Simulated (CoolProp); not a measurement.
The numbers come from the reference Helmholtz-energy equation of state, de Reuck 1993 in CoolProp.

Task: For methanol, give the phase and the cp (kJ/(kg K)), speed of sound (m/s), expansivity (1/kK), fugacity coefficient at 321.5 K and 45 MPa.

Result: 
- 321.5 K and 45 MPa: liquid; cp 2.63, speed of sound 1270, expansivity 0.965, fugacity coefficient 0.00223
